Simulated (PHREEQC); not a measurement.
Synthetic water in mg/L, 25 °C, pH 6.15, pe 8.6:

```json
[
 {"constituent": "Na", "mg/L": "0.128"},
 {"constituent": "K", "mg/L": "0.00305"},
 {"constituent": "Ca", "mg/L": "0.572"},
 {"constituent": "Mg", "mg/L": "0.0819"},
 {"constituent": "Cl", "mg/L": "0.381"},
 {"constituent": "S(6) as SO4", "mg/L": "0.657"},
 {"constituent": "Alkalinity as HCO3", "mg/L": "1.01"},
 {"constituent": "F", "mg/L": "0.0215"}
]
```

Na is adjusted to close the charge balance.
Valence states are taken as typed.

The numbers come from PHREEQC with the ion-association model, phreeqc.dat.

```json
{
  "ionic_strength": "6.72e-5 mol/kgw"
}
```

```
species  molality  activity   log γ
-------  --------  --------  ------
CO2       2.72e-5   2.72e-5   0.000
HCO3-     1.72e-5   1.71e-5  -0.004
Ca+2      1.43e-5   1.37e-5  -0.016
Cl-       1.08e-5   1.06e-5  -0.004
SO4-2     6.82e-6   6.56e-6  -0.017
Na+       6.75e-6   6.69e-6  -0.004
```

No solid was allowed to form. Species that the database lacks are ignored.
